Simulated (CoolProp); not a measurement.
Nitrogen along the isobar 3540 kPa: Z from the reference equation and from simpler models built on Tc = -147.0 °C, pc = 3396 kPa, ω = 0.037; each cubic takes its own stable root.

The numbers come from the reference Helmholtz-energy equation of state, Span 2000 in CoolProp.

```csv
T (°C),phase,reference,van der Waals,Redlich-Kwong,Soave-Redlich-Kwong
-166.55,liquid,0.1680,0.2392,0.1741,0.1739
-145.05,supercritical,0.4462,0.4551,0.4504,0.4527
-123.55,supercritical,0.7698,0.7563,0.7642,0.7701
-101.95,supercritical,0.8656,0.8456,0.8595,0.8679
-80.45,supercritical,0.9161,0.8946,0.9099,0.9199
-58.95,supercritical,0.9467,0.9255,0.9405,0.9514
-37.45,supercritical,0.9666,0.9464,0.9604,0.9717
-15.85,supercritical,0.9802,0.9612,0.9739,0.9854
5.65,supercritical,0.9897,0.9719,0.9834,0.9948
27.15,supercritical,0.9965,0.9799,0.9902,1.001
48.75,supercritical,1.001,0.9861,0.9953,1.006
70.25,supercritical,1.005,0.9908,0.9990,1.010
91.75,supercritical,1.008,0.9946,1.002,1.012
113.35,supercritical,1.010,0.9976,1.004,1.014
134.85,supercritical,1.012,0.9999,1.006,1.015
156.35,supercritical,1.013,1.002,1.007,1.016
```
